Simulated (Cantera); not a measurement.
A closed system holds: 1 mol CHF3, held at 777 °C and 0.000110 bar.

Cantera equilibrium calculation (NASA polynomials, part measured and part estimated; ideal gas, pure solids and liquids). Candidate condensed phases: C, C6H6, C7H8, C8H18; 95 gas species. Gases not in the tables: C2F6 and larger saturated fluorocarbons. Rates play no part.

Question: What is the equilibrium state?

Answer: 
- x(HF): 0.667
- x(CF4): 0.333
- n(C(graphite)): 0.500 mol
- gas amount: 1.500 mol
